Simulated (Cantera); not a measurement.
A closed system holds: 1 mol Fe, 0.8 mol Cl₂, 0.34 mol H₂, equilibrated at 1250 K and 21.0 mbar.

Cantera equilibrium calculation (NASA polynomials, part measured and part estimated; ideal gas, pure solids and liquids). Candidate condensed phases: Fe, FeCl₂, FeCl₃; 11 gas species. Kinetics and transport are ignored.

Base state: FeCl₂ 0.514, HCl 0.369, H₂ 0.114, Fe₂Cl₄ 0.00208, FeCl₃ 8.51e-5 (mole fractions); condensed: Fe(γ).

Task: What changes in the equilibrium state with this change: temperature from 1250 K to 1498 K?

Result: 
```json
[
 {"species": "FeCl₂", "before": "0.514", "after": "0.542"},
 {"species": "HCl", "before": "0.369", "after": "0.318"},
 {"species": "H₂", "before": "0.114", "after": "0.139"},
 {"species": "H", "before": "1.13e-6", "after": "4.43e-5"},
 {"species": "Cl", "before": "3.11e-6", "after": "8.14e-5"},
 {"species": "Fe₂Cl₄", "before": "0.00208", "after": "0.000247"},
 {"species": "FeCl₃", "before": "8.51e-5", "after": "5.50e-5"},
 {"species": "Fe(γ), mol", "before": "0.410", "after": "0.381"}
]
```
